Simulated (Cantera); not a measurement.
A closed system holds: 1 mol FeS, 2 mol SO3, 5 mol CO2, held at 752 °C and 11.0 bar.

Equilibrium computed with Cantera from the NASA thermochemical tables; the gas is ideal and each condensed phase is pure. Mutual solubility and eutectic melting of coexisting phases are not modelled. FeS: taken at fixed stoichiometry. Gases not in the tables: S3 to S7. Kinetics and transport are ignored.

```
species          before     after
-------------  --------  --------
CO2               0.656     0.626
SO2               0.334     0.319
S2              0.00710    0.0265
CO             0.000510    0.0223
SO              8.68e-6  0.000769
COS            0.000469   0.00185
S2O             0.00148   0.00341
FeS(s), mol       0.321    0.0659
Fe3O4(s), mol     0.226     0.311
```
Gas species are given as mole fractions.

Q: What was changed between the two runs?
A. pressure from 11.0 bar to 13.3 mbar
B. temperature from 752 °C to 1177 °C
C. temperature from 752 °C to 575 °C
D. temperature from 752 °C to 500 °C

A: B, temperature from 752 °C to 1177 °C
